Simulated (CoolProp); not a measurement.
Vapour-liquid equilibrium of cyclohexane (1) + n-heptane (2) at 0.468 MPa; x and y are mole fractions of (1).

Model: multi-fluid Helmholtz-energy mixture model, Zhou 2014 and Span 2003; pair parameters Bell 2016, in CoolProp.

| x | bubble temperature, mixture model (K) | bubble temperature, Raoult's law (K) | y, mixture model | y, Raoult's law |
|---|---|---|---|---|
| 0.05 | 432.7 | 432.7 | 0.068 | 0.071 |
| 0.2 | 429.4 | 429.5 | 0.258 | 0.268 |
| 0.35 | 426.3 | 426.5 | 0.430 | 0.442 |
| 0.5 | 423.4 | 423.6 | 0.584 | 0.597 |
| 0.65 | 420.7 | 420.9 | 0.722 | 0.734 |
| 0.8 | 418.1 | 418.3 | 0.848 | 0.857 |
| 0.95 | 415.7 | 415.8 | 0.963 | 0.966 |

The largest gap from Raoult's law is -0.2 K in bubble temperature, at x = 0.5. No azeotrope shows between x = 0.05 and 0.95.

The pair parameters rest on a limited set of measurements; away from them the model extrapolates.
